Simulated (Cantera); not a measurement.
What does this Cantera script print?

```python
import numpy as np
import cantera as ct

gas_names = """
    CL CL2 H HCL H2 N NH NH2 NH3 N2 N2H2 N2H4 Si SiCL SiCL2 SiCL3 SiCL4 SiH SiHCL3 SiH2 SiH2CL2 SiH3
    SiH3CL SiH4 SiN Si2 Si2N Si3
""".split()
cond_names = """
    NH4CL(a) NH4CL(b) Si(cr) Si(L) Si3N4(a)
""".split()


# ... load() reads the species with a 1 bar reference pressure and builds the phases ...
atoms = {
    'SiH2Cl2': {'Si': 1, 'H': 2, 'CL': 2},
    'N2': {'N': 2},
    'H2': {'H': 2},
}
top_T = {'Si3N4(a)': 2400}  # K; cautious upper limits of use, not melting points


# ... equilibrate(T, P, feed) seeds the gas with the atoms and calls Mixture.equilibrate('TP', solver="vcs", rtol=1e-11, max_steps=5000) ...
results = []
feed = {'SiH2Cl2': 1, 'N2': 49, 'H2': 0.92}  # mol
P = 21000  # Pa
for T in [773, 973, 1173, 1373, 1573, 1773, 1973, 2173]:
    mix = equilibrate(T, P, feed)
    results.append((T, P, feed, dict(zip(mix.species_names, mix.species_moles))))
    x = sorted(zip(gas.X, gas.species_names), reverse=True)
    print(f"T = {T:g} K  P = {P:g} Pa  gas = {mix.phase_moles(0):.4g} mol")
    print("   x: " + "  ".join(f"{s} {v:.3e}" for v, s in x if v > 1e-05))
    print("   condensed (mol): " + ("  ".join(f"{mix.phase(i).name} {mix.phase_moles(i):.4g}"
          for i in range(1, mix.n_phases) if mix.phase_moles(i) > 1e-12) or "none"))
```

It prints:

```
T = 773 K  P = 21000 Pa  gas = 51.23 mol
   x: N2 9.446e-01  HCL 3.264e-02  H2 2.116e-02  SiCL4 1.600e-03
   condensed (mol): Si3N4(a) 0.306
T = 973 K  P = 21000 Pa  gas = 51.24 mol
   x: N2 9.439e-01  HCL 3.558e-02  H2 1.968e-02  SiCL4 8.597e-04
   condensed (mol): Si3N4(a) 0.3186
T = 1173 K  P = 21000 Pa  gas = 51.24 mol
   x: N2 9.436e-01  HCL 3.685e-02  H2 1.904e-02  SiCL4 5.294e-04  SiCL3 1.162e-05
   condensed (mol): Si3N4(a) 0.3239
T = 1373 K  P = 21000 Pa  gas = 51.25 mol
   x: N2 9.434e-01  HCL 3.707e-02  H2 1.892e-02  SiCL4 3.413e-04  SiCL2 1.299e-04  SiCL3 9.791e-05  SiHCL3 1.102e-05
   condensed (mol): Si3N4(a) 0.3234
T = 1573 K  P = 21000 Pa  gas = 51.32 mol
   x: N2 9.434e-01  HCL 3.380e-02  H2 2.050e-02  SiCL2 1.811e-03  SiCL3 3.120e-04  SiCL4 1.414e-04  CL 1.665e-05  H 1.270e-05  SiHCL3 1.137e-05
   condensed (mol): Si3N4(a) 0.2944
T = 1773 K  P = 21000 Pa  gas = 51.5 mol
   x: N2 9.434e-01  H2 2.519e-02  HCL 2.408e-02  SiCL2 6.886e-03  SiCL3 2.726e-04  H 9.853e-05  CL 7.239e-05  SiCL4 1.833e-05
   condensed (mol): Si3N4(a) 0.2099
T = 1973 K  P = 21000 Pa  gas = 51.7 mol
   x: N2 9.430e-01  H2 2.972e-02  HCL 1.432e-02  SiCL2 1.185e-02  H 5.076e-04  CL 1.827e-04  SiCL 1.348e-04  SiCL3 1.141e-04  Si 1.044e-04  SiN 1.292e-05  Si2N 1.209e-05
   condensed (mol): Si3N4(a) 0.1222
T = 2173 K  P = 21000 Pa  gas = 52.08 mol
   x: N2 9.408e-01  H2 2.931e-02  HCL 1.325e-02  SiCL2 1.187e-02  H 1.803e-03  Si 1.347e-03  SiCL 6.587e-04  CL 5.946e-04  Si2N 1.204e-04  SiN 1.067e-04  SiCL3 5.533e-05  SiH 4.932e-05  Si2 2.044e-05
   condensed (mol): Si(L) 0.2507
```

These are equilibrium values from Cantera (NASA tables, ideal gas, pure condensed phases), not measurements of a reactor. N2 is the only nitrogen source here; it is nearly inert below about 1500 K, so the nitride shown seldom forms there in practice. The tables' values for SiCl, SiCl3, SiN are old estimates; treat these amounts as uncertain.
